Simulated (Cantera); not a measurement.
## Thermodynamics of calcination and drying, feed CsOH + H2O + H2

Charge: 1 mol CsOH, 0.7 mol H2O, 0.04 mol H2.

Method: chemical equilibrium by Gibbs-energy minimisation in Cantera with the NASA 1993 tables (ideal gas, pure condensed phases). Candidate condensed phases: Cs, CsOH, H2O; 15 gas species. Kinetics and transport are ignored.

Stable condensed phases:

```
T in K \ P in Pa
              10      42     180     750    3200   13000   56000  240000 1000000
   1325        A       A       A       A       A       A       A       A       B
   1275        A       A       A       A       A       A       A       B       B
   1225        A       A       A       A       A       A       A       B       B
   1175        A       A       A       A       A       A       A       B       B
   1125        A       A       A       A       A       A       B       B       B
   1075        A       A       A       A       A       A       B       B       B
   1025        A       A       A       A       A       A       B       B       B
    975        A       A       A       A       A       B       B       B       B
    925        A       A       A       A       A       B       B       B       B
    875        A       A       A       A       B       B       B       B       B
```

A: gas only; B: CsOH.
